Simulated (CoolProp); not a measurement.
Values from CoolProp's reference Helmholtz-energy equation of state, Lemmon 2006. It is a short technical equation, of lower accuracy than the large ones.

Q: For CH3F (R41), give the phase and the speed of sound (m/s), Joule-Thomson coefficient (K/MPa) at -4.85 °C and 51.6 bar.

A: 
- -4.85 °C and 51.6 bar: liquid; speed of sound 688, Joule-Thomson coefficient 0.0992
